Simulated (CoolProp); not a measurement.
The numbers come from the reference Helmholtz-energy equation of state, Gao 2016 in CoolProp.

**Question.** Give the vapour pressure (MPa), liquid density (kg/m³), enthalpy of vaporisation (kJ/kg), liquid cp (kJ/(kg K)) of saturated sulfur dioxide at 26.55 °C.

**Answer.** 
```csv
T (°C),p (MPa),liquid density (kg/m³),enthalpy of vaporisation (kJ/kg),liquid cp (kJ/(kg K))
26.55,0.413,1360,355,1.39
```
